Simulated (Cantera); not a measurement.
Input (Python, Cantera) and output of one run.

```python
import numpy as np
import cantera as ct

gas_names = [...]  # 113 gases of nasa_gas.yaml made of C, H, O, Ta
cond_names = """
    C(gr) C6H6(L) C7H8(L) C8H18(L),n-octa H2O(s) H2O(L) Ta(cr) Ta(L) TaC(s) TaC(L) Ta2O5(s) Ta2O5(L)
""".split()


# ... load() reads the species with a 1 bar reference pressure and builds the phases ...
atoms = {
    'Ta2O5': {'Ta': 2, 'O': 5},
    'C': {'C': 1},
    'H2': {'H': 2},
}
top_T = {'C(gr)': 4500}  # K; cautious upper limits of use, not melting points


# ... equilibrate(T, P, feed) seeds the gas with the atoms and calls Mixture.equilibrate('TP', solver="vcs", rtol=1e-11, max_steps=5000) ...
results = []
feed = {'Ta2O5': 1, 'C': 6, 'H2': 5.7}  # mol
T = 973.15  # K
for P in [10, 52, 270, 1400, 7200, 37000, 190000, 1000000]:
    mix = equilibrate(T, P, feed)
    results.append((T, P, feed, dict(zip(mix.species_names, mix.species_moles))))

top = {s: max(r[3][s] / sum(r[3][g] for g in gas_names) for r in results) for s in gas_names}
cols = sorted((s for s in top if top[s] > 1e-06), key=lambda s: -top[s])[:9]
seen = [c for c in cond_names if any(r[3].get(c, 0) > 1e-12 for r in results)]
print("log10 of partial pressures in bar; condensed amounts in mol")
print(f"{'P/Pa':>10s}" + "".join(f"{s[:9]:>10s}" for s in cols + seen))
for T, P, feed, n in results:
    ng = sum(n[g] for g in gas_names)
    print(f"{P:10.4g}" + "".join(f"{np.log10(max(n[s] / ng * P / 1e5, 1e-99)):10.3f}" for s in cols)
          + "".join(f"{n.get(c, 0):10.4g}" for c in seen))
```

Output:

```
log10 of partial pressures in bar; condensed amounts in mol
      P/Pa        H2        CO       CH4       H2O       CO2      C2H6      C2H4     C(gr)    TaC(s)  Ta2O5(s)
        10    -4.244    -4.367    -9.852    -8.345    -8.262   -19.319   -15.716         0     1.715    0.1427
        52    -3.491    -3.705    -7.874    -7.404    -7.411   -16.115   -13.265     1.128     1.392    0.3038
       270    -2.602    -3.705    -6.095    -6.514    -7.411   -13.448   -11.487      5.37    0.1798    0.9101
      1400    -1.861    -3.705    -4.614    -5.774    -7.411   -11.225   -10.005     5.876   0.03279    0.9836
      7200    -1.148    -3.705    -3.188    -5.061    -7.411    -9.086    -8.579     5.927  0.006478    0.9968
   3.7e+04    -0.451    -3.705    -1.795    -4.364    -7.411    -6.996    -7.186     5.759  0.001421    0.9993
   1.9e+05     0.199    -3.705    -0.495    -3.714    -7.411    -5.047    -5.886     5.177 0.0004008    0.9998
     1e+06     0.760    -3.705     0.628    -3.153    -7.411    -3.363    -4.764     4.301 0.0001441    0.9999
```

Method: chemical equilibrium by Gibbs-energy minimisation in Cantera with the NASA 1993 tables (ideal gas, pure condensed phases). TaC: taken at fixed stoichiometry. Condensed phases not in the tables: Ta2C.
